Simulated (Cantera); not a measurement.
A perfectly stirred reactor is fed with 20.2 % H2, 13.3 % O2, 49.9 % N2, 16.6 % H2O, at 7.20 bar; it is adiabatic with a 775 K inlet, and is followed from long to short residence time, starting on the burning branch (τ in s: 0.31, 0.11, 0.042, 0.016, 0.0057, 0.0021, 0.00078, 0.00029, 0.00011, 3.9e-05).

Computed with Cantera and the H2/O2 subset of GRI-Mech 3.0, which has no nitrogen chemistry. The hydrogen kinetics of GRI-Mech 3.0 are dated; newer H2 mechanisms differ, most at raised pressure.

### Question
Predict: blow-out, bracketed by the residence times tried; x(H2) at τ = 0.310 s; x(O2) at τ = 0.310 s; x(H2O) at τ = 0.310 s; x(H2O2) at τ = 0.310 s; x(H) at τ = 0.310 s; x(H2) at τ = 2.10 ms; x(O2) at τ = 2.10 ms; x(H2O) at τ = 2.10 ms; x(H2O2) at τ = 2.10 ms; x(H) at τ = 2.10 ms.

### Answer
```json
{
  "blow_out_bracketed_by_the_residence_times_tried": "burning at 39.0 µs, the shortest tried",
  "x(H2) at τ = 0.310 s": "0.000726",
  "x(O2) at τ = 0.310 s": "0.0349",
  "x(H2O) at τ = 0.310 s": "0.406",
  "x(H2O2) at τ = 0.310 s": "6.20e-7",
  "x(H) at τ = 0.310 s": "4.55e-5",
  "x(H2) at τ = 2.10 ms": "0.00135",
  "x(O2) at τ = 2.10 ms": "0.0350",
  "x(H2O) at τ = 2.10 ms": "0.405",
  "x(H2O2) at τ = 2.10 ms": "7.75e-7",
  "x(H) at τ = 2.10 ms": "9.86e-5"
}
```
